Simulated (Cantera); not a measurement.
Mixture: CO : H₂ : O₂ : N₂ = 1 : 0.052 : 0.376 : 2.44 (molar parts), at 1.00 bar, adiabatic and at constant pressure. Ignition delay is the time to a rise of 400 K.

Detailed kinetics in Cantera: GRI-Mech 3.0 (53 species, 325 reactions). Where the delays flatten at high temperature, the 400 K rule measures the pace of heat release, not the induction time.

**Question.** What does this change do: H2 0.052 to 0.13 parts?

**Answer.** 
```tsv
quantity	before	after
delay at 1150 K	0.285 ms	0.188 ms
delay at 1300 K	0.176 ms	0.113 ms
delay at 1450 K	0.148 ms	94.1 µs
delay at 1600 K	0.149 ms	96.2 µs
delay at 1750 K	0.164 ms	0.109 ms
```

**Question.** What does this change do: pressure from 1.00 bar to 25.0 bar?

**Answer.** 
```csv
quantity,before,after
delay at 1150 K,0.285 ms,0.203 ms
delay at 1300 K,0.176 ms,22.2 µs
delay at 1450 K,0.148 ms,5.77 µs
delay at 1600 K,0.149 ms,3.03 µs
delay at 1750 K,0.164 ms,2.14 µs
```
The hydrogen kinetics of GRI-Mech 3.0 are dated; newer H2 mechanisms differ, most at raised pressure. The pressure lies above the range GRI-Mech 3.0 was tuned for (to about 10 atm).
